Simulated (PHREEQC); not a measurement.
**Polishing slurry liquid (model solution)**

Consider water at 40 °C with 0.0064 mol/kgw KOH and 0.0081 mol/kgw K2SO4. Closed to the air; pH follows from the charge balance.

All values are PHREEQC results (ion-association model, wateq4f.dat), not measurements.

```
Quantity                   Value
----------------  --------------
pH                         11.28
ionic strength    0.0292 mol/kgw
total alkalinity     6.40 meq/kg
```

```tsv
species	molality	activity	log γ
K+	0.0219	0.0184	-0.074
SO4-2	0.00735	0.00385	-0.280
OH-	0.00640	0.00539	-0.075
KSO4-	0.000749	0.000640	-0.069
```

Precipitation was switched off in this run. At this temperature some constants are extrapolated from 25 °C, and those without enthalpy data are left unchanged.
